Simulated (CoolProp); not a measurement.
Computed with CoolProp (reference Helmholtz-energy equation of state, Aleksandrov 2011). It is a short technical equation, of lower accuracy than the large ones.

Task: For n-undecane, give the phase and the cp (kJ/(kg K)), speed of sound (m/s) at 292.75 °C and 0.0716 MPa; 261.05 °C and 0.221 MPa.

Result: 
- 292.75 °C and 0.0716 MPa: gas; cp 2.75, speed of sound 171
- 261.05 °C and 0.221 MPa: gas; cp 2.70, speed of sound 155
